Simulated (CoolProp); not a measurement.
A single-stage vapour-compression cycle with hydrogen sulfide: evaporating at 236.15 K (dew point), condensing at 306.15 K (bubble point), superheat 2 K, subcooling 2 K, compressor efficiency 0.85, no pressure losses. Each further row changes one setting.

The numbers come from the reference Helmholtz-energy equation of state, Lemmon 2006 in CoolProp. It is a short technical equation, of lower accuracy than the large ones.

```csv
case,cooling COP,pressure ratio,discharge temperature (K),refrigerating effect (kJ/kg),volumetric capacity (kJ/m³)
as stated,2.08,8.42,428.0,376,1970
evaporating temperature 241.15 K,2.34,6.92,414.9,380,2390
condensing temperature 301.15 K,2.30,7.48,414.9,387,2030
subcooling 7 K,2.14,8.42,428.0,388,2030
superheat 12 K,2.04,8.42,444.9,387,1930
compressor efficiency 0.75,1.84,8.42,448.7,376,1970
```
